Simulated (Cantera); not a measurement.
A closed system holds: 1 mol SiC, 0.0016 mol O2, 2.2 mol N2, at 1 atm.

Equilibrium computed with Cantera from the NASA thermochemical tables; the gas is ideal and each condensed phase is pure. Candidate condensed phases: C, Si, SiC, SiO2, Si2N2O, Si3N4; 34 gas species. Mutual solubility and eutectic melting of coexisting phases are not modelled. The numbers say what is thermodynamically allowed, not how fast it happens.

Question: At 1973 K, list the 3 most abundant gas species with their mole fractions, and the condensed phases.

Answer: N2 0.999, CO 0.00122, SiO 0.000238. Condensed: SiC(s) + Si3N4(s).
